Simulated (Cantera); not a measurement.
Input: 1 mol MgO, 1.5 mol SO2, 3 mol O2, held at 1498.15 K and 1200000 Pa.

These are equilibrium values from Cantera (NASA tables, ideal gas, pure condensed phases), not measurements of a reactor. Candidate condensed phases: Mg, MgO, MgS, MgSO4, S; 14 gas species. Mutual solubility and eutectic melting of coexisting phases are not modelled. The numbers say what is thermodynamically allowed, not how fast it happens.

Base state: O2 0.809, SO2 0.171, SO3 0.0201 (mole fractions); condensed: MgO(s) + MgSO4(l).

What changes in the equilibrium state with this change: SO2 from 1.5 to 0.17 mol?


| species | before | after |
|---|---|---|
| O2 | 0.809 | 0.946 |
| SO2 | 0.171 | 0.0477 |
| SO3 | 0.0201 | 0.00607 |
| MgO(s), mol | 0.0935 | 1.00 |
| MgSO4(l), mol | 0.906 | 0 |

What changes in the equilibrium state with this change: 0.13 mol CH4 added?


```
species        before    after
-------------  ------  -------
O2              0.809    0.679
SO2             0.171    0.187
H2O                 0   0.0765
CO2                 0   0.0382
SO3            0.0201   0.0201
OH                  0  4.85e-5
MgO(s), mol    0.0935    0.202
MgSO4(l), mol   0.906    0.798
```
Further candidate phases: C, C6H6, C7H8, C8H18, H2O, H2SO4, MgCO3, Mg(OH)2.

What changes in the equilibrium state with this change: 0.15 mol H2S added?


```csv
species,before,after
O2,0.809,0.737
SO2,0.171,0.192
H2O,0,0.0493
SO3,0.0201,0.0216
OH,0,3.97e-5
"MgO(s), mol",0.0935,0
"MgSO4(l), mol",0.906,1.00
```
Further candidate phases: H2O, H2SO4, Mg(OH)2.
